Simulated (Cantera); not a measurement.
A closed system holds: 1 mol NF₃, 0.097 mol H₂, held at 950 K and 13300 Pa.

Equilibrium computed with Cantera from the NASA thermochemical tables; the gas is ideal and each condensed phase is pure. Rates play no part.

Base state: F₂ 0.551, N₂ 0.218, F 0.118, HF 0.0892, NF₃ 0.0235 (mole fractions); condensed: gas only.

Problem. What changes in the equilibrium state with this change: NF₃ replaced by CS₂?

Solution. 
```csv
species,before,after
CS₂,0,0.810
S₂,0,0.0981
H₂S,0,0.0891
F₂,0.551,0
N₂,0.218,0
F,0.118,0
HF,0.0892,0
NF₃,0.0235,0
H₂,<1e-9,0.00325
"C(graphite), mol",0,0.150
```
Gases not in the tables: S₃ to S₇. Further candidate phases: C, C₆H₆, C₇H₈, C₈H₁₈, S.

Problem. What changes in the equilibrium state with this change: NF₃ replaced by SO₂?

Solution. 
```
species  before     after
-------  ------  --------
SO₂           0     0.888
H₂O           0    0.0889
S₂            0    0.0201
F₂        0.551         0
N₂        0.218         0
F         0.118         0
HF       0.0892         0
NF₃      0.0235         0
S₂O           0   0.00182
H₂S           0   0.00144
H₂        <1e-9  0.000116
SO            0   1.79e-5
```
Gases not in the tables: S₃ to S₇. Further candidate phases: H₂O, H₂SO₄, S.
